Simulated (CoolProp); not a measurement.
A Linde-Hampson liquefier for methane: isothermal reversible compression at 230 K from 1 atm to 20 MPa, throttling to 1 atm, return gas leaving the recuperator 5 K below the feed. Each further row changes one setting.

Computed with CoolProp (reference Helmholtz-energy equation of state, Setzmann 1991).

| case | liquid yield per pass | compression work (kJ/kg of gas) |
|---|---|---|
| as stated | 0.388 | 541 |
| high pressure 40 MPa | 0.399 | 609 |
| warm-end temperature 260 K | 0.285 | 647 |
| warm-end gap 10 K | 0.380 | 541 |
